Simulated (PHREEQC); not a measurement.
Dissolve 2.7 mol LiCl, 0.47 mol CaCl2 and 0.16 mol MgCl2 per kg of water at 25 °C. Closed to the air; pH follows from the charge balance.

Computed with PHREEQC (Pitzer model, pitzer.dat).

Precipitation was switched off in this run.

### Question
Predict the activity of water, density, osmotic coefficient.

### Answer
activity of water 0.830; density 1.103 g/cm³; osmotic coefficient 1.421.
